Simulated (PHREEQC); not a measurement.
Make-up at 25 °C: 0.48 mol/kgw BaCl2. Closed to the air; pH follows from the charge balance.

Equilibrium calculation in PHREEQC: Pitzer model, pitzer.dat.

No solid was allowed to form.

Problem. Predict the activity of water, density, osmotic coefficient.

Solution. activity of water 0.976; density 1.082 g/cm³; osmotic coefficient 0.930.
